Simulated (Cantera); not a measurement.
## Halide evaporation, hydrolysis and transport: KCl + H2 + N2

Input: 1 mol KCl, 0.34 mol H2, 6 mol N2, held at 1.88 Torr.

These are equilibrium values from Cantera (NASA tables, ideal gas, pure condensed phases), not measurements of a reactor. Candidate condensed phases: K, KCl, NH4Cl; 17 gas species. Rates play no part.

| T (°C) | x N2 | x KCl | x H2 | x K2Cl2 | x K | x HCl |
|---|---|---|---|---|---|---|
| 827 | 0.828 | 0.112 | 0.0469 | 0.0131 | 8.27e-5 | 8.27e-5 |
| 902 | 0.821 | 0.127 | 0.0464 | 0.00476 | 0.000183 | 0.000183 |
| 977 | 0.819 | 0.133 | 0.0462 | 0.00170 | 0.000357 | 0.000357 |
| 1052 | 0.818 | 0.134 | 0.0460 | 0.000649 | 0.000636 | 0.000636 |
| 1127 | 0.817 | 0.135 | 0.0458 | 0.000270 | 0.00106 | 0.00106 |
| 1202 | 0.817 | 0.134 | 0.0454 | 0.000122 | 0.00167 | 0.00167 |
| 1277 | 0.816 | 0.133 | 0.0449 | 5.95e-5 | 0.00252 | 0.00251 |
| 1352 | 0.816 | 0.132 | 0.0443 | 3.07e-5 | 0.00365 | 0.00363 |
| 1427 | 0.815 | 0.131 | 0.0434 | 1.67e-5 | 0.00510 | 0.00504 |
x: gas mole fraction; nothing condenses.

From 827 °C to 1427 °C nothing is condensed. The main K-bearing gas is KCl throughout.
